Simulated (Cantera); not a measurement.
Mixture: CH4 : O2 : N2 : H2O = 1 : 2.53 : 9.52 : 1.7 (molar parts), equivalence ratio 0.79, at 1.00 atm, adiabatic and at constant volume. Ignition delay is the time to a rise of 400 K.

Computed with Cantera and GRI-Mech 3.0 (53 species, 325 reactions).

Question: Predict: delay at 1250 K; delay at 1450 K; delay at 1650 K; delay at 1850 K; delay at 2050 K; apparent activation energy between 1950 and 2150 K.

Answer: delay at 1250 K: 25.1 ms
delay at 1450 K: 2.20 ms
delay at 1650 K: 0.314 ms
delay at 1850 K: 75.8 µs
delay at 2050 K: 26.2 µs
apparent activation energy between 1950 and 2150 K: 160 kJ/mol
